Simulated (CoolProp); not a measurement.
Vapour-liquid equilibrium of hydrogen sulfide (1) + propane (2) at 313 K; x and y are mole fractions of (1).

Values from CoolProp's multi-fluid Helmholtz-energy mixture model, Lemmon 2006 and Lemmon 2009; pair parameters Kunz 2012.

```tsv
x	bubble pressure, mixture model (kPa)	bubble pressure, Raoult's law (kPa)	y, mixture model	y, Raoult's law
0.05	1555	1439	0.133	0.099
0.15	1887	1588	0.315	0.270
0.25	2161	1737	0.436	0.411
0.35	2387	1886	0.526	0.530
0.45	2571	2034	0.600	0.631
0.55	2717	2183	0.665	0.719
0.65	2826	2332	0.725	0.795
0.75	2900	2481	0.785	0.862
0.85	2932	2630	0.853	0.922
0.95	2904	2779	0.941	0.975
```

The largest gap from Raoult's law is +26.6 % in bubble pressure, at x = 0.35. y crosses x between x = 0.85 and 0.95: the model has an azeotrope there.

The pair parameters rest on a limited set of measurements; away from them the model extrapolates.
